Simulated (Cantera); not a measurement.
Feed: 1 mol AlCl3, 120 mol NH3, 10 mol N2, 8.4 mol N2O, equilibrated at 1848.15 K and 0.0133 bar.

Cantera equilibrium calculation (NASA polynomials, part measured and part estimated; ideal gas, pure solids and liquids). Candidate condensed phases: Al, AlCl3, AlN, Al2O3, H2O, NH4Cl; 45 gas species. Kinetics and transport are ignored.

Base state: H2 0.657, N2 0.301, H2O 0.0265, HCl 0.0115, H 0.00373, Cl 4.94e-5, OH 1.11e-5 (mole fractions); condensed: Al2O3(s).

**Question.** What changes in the equilibrium state with this change: pressure from 0.0133 bar to 0.0260 bar?

**Answer.** 
| species | before | after |
|---|---|---|
| H2 | 0.657 | 0.658 |
| N2 | 0.301 | 0.301 |
| H2O | 0.0265 | 0.0265 |
| H | 0.00373 | 0.00267 |
| HCl | 0.0115 | 0.0115 |
| OH | 1.11e-5 | 7.92e-6 |
| Cl | 4.94e-5 | 3.54e-5 |
| Al2O3(s), mol | 0.500 | 0.500 |
